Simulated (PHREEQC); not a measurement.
## Reverse-osmosis permeate: speciation

Model water analysis in mg/L, 25 °C, pH 6.52, pe 12.2:

```json
[
 {"constituent": "Na", "mg/L": "0.983"},
 {"constituent": "K", "mg/L": "1.52"},
 {"constituent": "Ca", "mg/L": "1.26"},
 {"constituent": "Mg", "mg/L": "0.365"},
 {"constituent": "Cl", "mg/L": "3.38"},
 {"constituent": "S(6) as SO4", "mg/L": "1.47"},
 {"constituent": "Alkalinity as HCO3", "mg/L": "2.85"},
 {"constituent": "Br", "mg/L": "0.0332"},
 {"constituent": "N(5) as NO3", "mg/L": "0.00113"},
 {"constituent": "Ni", "mg/L": "0.0188"}
]
```

Valence states are taken as typed.

Equilibrium calculation in PHREEQC: ion-association model, wateq4f.dat.

No solid was allowed to form.

Question: What charge-balance error does the model give?

Answer: charge-balance error 0.6 %.

Question: In which forms is C present?

Answer: HCO3- 60 %, CO2 40 % of the C.
